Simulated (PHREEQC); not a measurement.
A made-up water analysis in mmol/kgw, 20 °C, pH 6.98, pe 10:

```csv
constituent,mmol/kgw
Na,0.882
K,0.192
Ca,0.217
Mg,0.0346
Cl,0.438
S(6),0.384
Alkalinity (meq/kgw),0.371
Si,0.0199
```

Valence states are taken as typed.

Computed with PHREEQC (ion-association model, wateq4f.dat).

Each row changes one thing in this solution. Precipitation was switched off in this run.

| case | SO4-2 (mol/kgw) | HCO3- (mol/kgw) | Ca+2 (mol/kgw) | CO2 (mol/kgw) | Mg+2 (mol/kgw) | CaSO4 (mol/kgw) | SI of Quartz (SiO2) |
|---|---|---|---|---|---|---|---|
| as made | 0.000371 | 0.000370 | 0.000207 | 8.86e-5 | 3.28e-5 | 9.75e-6 | -0.65 |
| all concentrations times 3 at the same typed pH | 0.00106 | ? | 0.000584 | ? | 9.25e-5 | ? | -0.17 |
| pH from 6.98 to 7.28 at the same alkalinity | 0.000371 | 0.000369 | 0.000207 | 4.44e-5 | 3.28e-5 | 9.74e-6 | -0.65 |
| Si from 0.0199 to 0.0398 mmol/kgw | 0.000371 | 0.000370 | 0.000207 | 8.86e-5 | 3.28e-5 | 9.75e-6 | -0.35 |
| S(6) from 0.384 to 0.768 mmol/kgw | ? | 0.000370 | 0.000199 | 8.80e-5 | 3.14e-5 | 1.77e-5 | -0.65 |

**Question.** What belongs in the gaps?

**Answer.** 
- all concentrations times 3 at the same typed pH, HCO3- (mol/kgw): 0.00110
- all concentrations times 3 at the same typed pH, CO2 (mol/kgw): 0.000256
- all concentrations times 3 at the same typed pH, CaSO4 (mol/kgw): 6.15e-5
- S(6) from 0.384 to 0.768 mmol/kgw, SO4-2 (mol/kgw): 0.000744
